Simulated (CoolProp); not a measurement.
Properties of p-xylene along the isotherm 620 K (Tc = 616.2 K, pc = 3532 kPa, ω = 0.324).

The numbers come from the reference Helmholtz-energy equation of state, Zhou 2012 in CoolProp.

```
p (kPa)          phase  cp (kJ/(kg K))  cv (kJ/(kg K))  Joule-Thomson coefficient (K/MPa)  Prandtl number
-------  -------------  --------------  --------------  ---------------------------------  --------------
112                gas           2.255           2.172                              7.354           0.674
229                gas           2.263           2.175                              7.486           0.676
471                gas           2.281           2.183                              7.782           0.681
967                gas           2.329           2.200                              8.500           0.699
1990               gas           2.510           2.250                              10.76           0.761
4080     supercritical           4.597           2.377                              5.509            3.14
8370     supercritical           2.964           2.292                             0.7798            2.67
17200    supercritical           2.741           2.270                             0.1181            2.79
35300    supercritical           2.636           2.265                            -0.1501            3.14
```

The peak of cp marks the crossing from liquid-like to gas-like fluid above the critical point.

Viscosity comes from a separate model (Balogun 2015). Thermal conductivity comes from a separate model (Mylona 2014).
